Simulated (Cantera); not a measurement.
An adiabatic, constant-volume homogeneous reactor starts with CH3OH : O2 : N2 = 1 : 1.53 : 5.76 (molar parts), at 1300 K and 1.01 bar. Integrator tolerance rtol = 1e-08.

Detailed kinetics in Cantera: GRI-Mech 3.0 (53 species, 325 reactions). GRI-Mech 3.0 was tuned for natural gas; its chemistry of methanol as a main component is partial and can be far from experiment.

Problem. What does this change do: initial temperature 1300 to 1150 K?

Solution. 
```csv
quantity,before,after
time of steepest temperature rise,2.04 ms,22.0 ms
temperature at 0.400 s,2821 K,2781 K
equilibrium temperature,2821 K,2781 K
x(CH3OH) at 0.400 s,<1e-12 (gas-phase equilibrium <1e-12),<1e-12 (gas-phase equilibrium <1e-12)
x(O2) at 0.400 s,0.0229 (gas-phase equilibrium 0.0229),0.0210 (gas-phase equilibrium 0.0210)
x(H2O2) at 0.400 s,5.66e-7 (gas-phase equilibrium 5.66e-7),5.50e-7 (gas-phase equilibrium 5.50e-7)
x(NO) at 0.400 s,0.0111 (gas-phase equilibrium 0.0111),0.0101 (gas-phase equilibrium 0.0101)
x(N2O) at 0.400 s,8.65e-7 (gas-phase equilibrium 8.65e-7),8.30e-7 (gas-phase equilibrium 8.30e-7)
x(CH3) at 0.400 s,<1e-12 (gas-phase equilibrium <1e-12),<1e-12 (gas-phase equilibrium <1e-12)
x(CO2) at 0.400 s,0.0637 (gas-phase equilibrium 0.0637),0.0687 (gas-phase equilibrium 0.0687)
```

Problem. What does this change do: O2 1.53 to 1 parts?

Solution. 
```tsv
quantity	before	after
time of steepest temperature rise	2.04 ms	2.05 ms
temperature at 0.400 s	2821 K	2665 K
equilibrium temperature	2821 K	2665 K
x(CH3OH) at 0.400 s	<1e-12 (gas-phase equilibrium <1e-12)	<1e-12 (gas-phase equilibrium <1e-12)
x(O2) at 0.400 s	0.0229 (gas-phase equilibrium 0.0229)	0.000987 (gas-phase equilibrium 0.000987)
x(H2O2) at 0.400 s	5.66e-7 (gas-phase equilibrium 5.66e-7)	8.27e-8 (gas-phase equilibrium 8.27e-8)
x(NO) at 0.400 s	0.0111 (gas-phase equilibrium 0.0111)	0.00189 (gas-phase equilibrium 0.00189)
x(N2O) at 0.400 s	8.65e-7 (gas-phase equilibrium 8.65e-7)	1.47e-7 (gas-phase equilibrium 1.47e-7)
x(CH3) at 0.400 s	<1e-12 (gas-phase equilibrium <1e-12)	<1e-12 (gas-phase equilibrium 1.10e-12)
x(CO2) at 0.400 s	0.0637 (gas-phase equilibrium 0.0637)	0.0413 (gas-phase equilibrium 0.0413)
```
